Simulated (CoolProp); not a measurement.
Computed with CoolProp (reference Helmholtz-energy equation of state, Span 2000).

Task: For nitrogen, give the phase and the cp (kJ/(kg K)), cv (kJ/(kg K)), Prandtl number at 548.65 °C and 2.82 MPa; 236.85 °C and 11.4 MPa.

Result: 
- 548.65 °C and 2.82 MPa: gas; cp 1.13, cv 0.832, Prandtl number 0.728
- 236.85 °C and 11.4 MPa: supercritical; cp 1.11, cv 0.770, Prandtl number 0.711

Viscosity comes from a separate model (Lemmon 2004). Thermal conductivity comes from a separate model (Lemmon 2004).
